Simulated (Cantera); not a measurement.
Feed: 1 mol H2O, 0.15 mol O2, at 627 °C and 67.0 Pa.

Equilibrium computed with Cantera from the NASA thermochemical tables; the gas is ideal and each condensed phase is pure. Candidate condensed phases: H2O; 9 gas species. Rates play no part.

Base state: H2O 0.870, O2 0.130 (mole fractions); condensed: gas only.

Question: What changes in the equilibrium state with this change: H2O replaced by CS2?

Answer: 
| species | before | after |
|---|---|---|
| CS2 | 0 | 0.549 |
| S2 | 0 | 0.217 |
| CO | 0 | 0.199 |
| H2O | 0.870 | 0 |
| O2 | 0.130 | <1e-9 |
| COS | 0 | 0.0346 |
| CO2 | 0 | 0.000521 |
Gases not in the tables: S3 to S7. Further candidate phases: C, S.
